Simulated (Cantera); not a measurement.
## Thermodynamics of abatement and gas-phase synthesis, feed N₂O + O₂ + H₂

Charge: 1 mol N₂O, 0.29 mol O₂, 2.1 mol H₂, held at 1723.15 K.

Method: chemical equilibrium by Gibbs-energy minimisation in Cantera with the NASA 1993 tables (ideal gas, pure condensed phases). Candidate condensed phases: H₂O; 24 gas species. The ideal-gas law is rough above about 30 bar. Equilibrium is a limit: real reactors are often held back by kinetics, nucleation or transport.

From 0.000100 bar to 300 bar nothing is condensed.

```tsv
P (Pa)	x H₂O	x N₂	x H₂	x H	x OH	x NH₃	x O₂
10	0.506	0.321	0.164	0.00740	0.00125	1.30e-10	6.18e-5
120	0.509	0.322	0.167	0.00215	0.000360	1.60e-9	5.05e-6
1400	0.509	0.322	0.167	0.000631	0.000105	1.88e-8	4.30e-7
17000	0.510	0.323	0.168	0.000181	3.02e-5	2.29e-7	3.53e-8
210000	0.510	0.323	0.168	5.16e-5	8.60e-6	2.83e-6	2.86e-9
2500000	0.510	0.323	0.168	1.50e-5	2.49e-6	3.36e-5	2.40e-10
30000000	0.510	0.323	0.167	4.31e-6	7.21e-7	0.000402	2.02e-11
```
x: gas mole fraction; nothing condenses.
